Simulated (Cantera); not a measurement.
A closed system holds: 1 mol C2F6, 0.45 mol F2, 1.8 mol H2, equilibrated at 58.0 mbar.

Cantera equilibrium calculation (NASA polynomials, part measured and part estimated; ideal gas, pure solids and liquids). Candidate condensed phases: C, C6H6, C7H8, C8H18; 95 gas species. The feed counts by its element totals alone. Kinetics and transport are ignored.

**Question.** Which condensed phases are stable at each of these points (T (K)): 3148, 3198, 3248, 3298, 3348, 3398, 3448, 3498, 3548?

**Answer.** 
```
T (K)  condensed phases  C condensed (%)
-----  ----------------  ---------------
3148        C(graphite)             41.1
3198        C(graphite)             20.5
3248           gas only              0.0
3298           gas only              0.0
3348           gas only              0.0
3398           gas only              0.0
3448           gas only              0.0
3498           gas only              0.0
3548           gas only              0.0
```

From 3148 K to 3198 K the condensed part is C(graphite). From 3248 K to 3548 K nothing is condensed.
